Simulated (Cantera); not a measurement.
Input: 1 mol CH2F2, 0.11 mol CH4, equilibrated at 1.00 Torr.

Cantera equilibrium calculation (NASA polynomials, part measured and part estimated; ideal gas, pure solids and liquids). Candidate condensed phases: C, C6H6, C7H8, C8H18; 95 gas species. The numbers say what is thermodynamically allowed, not how fast it happens. All values below are at 1800 °C.

Base state: HF 0.891, H2 0.0873, H 0.0213, F 0.000119, C2H2 (acetylene) 0.000107 (mole fractions); condensed: C(graphite).

Q: What changes in the equilibrium state with this change: pressure from 1.00 Torr to 10.5 Torr?

A: 
```json
[
 {"species": "HF", "before": "0.891", "after": "0.898"},
 {"species": "H2", "before": "0.0873", "after": "0.0952"},
 {"species": "H", "before": "0.0213", "after": "0.00686"},
 {"species": "F", "before": "0.000119", "after": "3.54e-5"},
 {"species": "C2H2 (acetylene)", "before": "0.000107", "after": "0.000117"},
 {"species": "C(graphite), mol", "before": "1.11", "after": "1.11"}
]
```
